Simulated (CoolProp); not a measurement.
Vapour-liquid equilibrium of R22 (1) + n-hexane (2) at -10.55 °C; x and y are mole fractions of (1).

Model: multi-fluid Helmholtz-energy mixture model, Kamei 1995 and Thol 2019; pair parameters Bell 2016, in CoolProp.

```csv
x,bubble pressure (MPa),y at the bubble point,dew pressure at overall composition x (MPa),liquid density (mol/L)
0.05,0.03269,0.901,0.003517,8.177
0.2,0.1117,0.974,0.004175,8.873
0.35,0.1720,0.985,0.005135,9.670
0.5,0.2161,0.989,0.006666,10.59
0.65,0.2514,0.992,0.009496,11.68
0.8,0.2868,0.995,0.01650,12.99
0.95,0.3303,0.999,0.06271,14.60
```

No azeotrope shows between x = 0.05 and 0.95.

The pair parameters rest on a limited set of measurements; away from them the model extrapolates. With so large a gap from Raoult's law the liquid may split in two, which this calculation doesn't test in full.
